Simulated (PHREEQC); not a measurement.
Acid mine or pickling water: speciation

Synthetic water in mmol/kgw, 35 °C, pH 4.1, pe 8.5: Na 1.88; K 0.554; Ca 0.0638; Mg 1.57; Cl 1.48; S(6) 2.26; P 0.019.

Valence states are taken as typed.

Computed with PHREEQC (ion-association model, wateq4f.dat).

```yaml
ionic_strength: 0.00837 mol/kgw
total_alkalinity: -0.101 meq/kg
charge_balance_error: -2.1 %
```

```tsv
species	molality	activity	log γ
SO4-2	0.00189	0.00129	-0.165
Na+	0.00187	0.00170	-0.042
Cl-	0.00148	0.00134	-0.043
Mg+2	0.00124	0.000855	-0.161
K+	0.000548	0.000497	-0.043
MgSO4	0.000331	0.000331	0.001
H+	8.66e-5	7.94e-5	-0.037
Ca+2	5.35e-5	3.67e-5	-0.164
H2PO4-	1.81e-5	1.65e-5	-0.041
HSO4-	1.38e-5	1.25e-5	-0.042
NaSO4-	1.28e-5	1.17e-5	-0.041
CaSO4	1.03e-5	1.03e-5	0.001
KSO4-	5.85e-6	5.32e-6	-0.041
```

Precipitation was switched off in this run. H3PO4, which wateq4f.dat lacks, is added to it with the constant of phreeqc.dat.
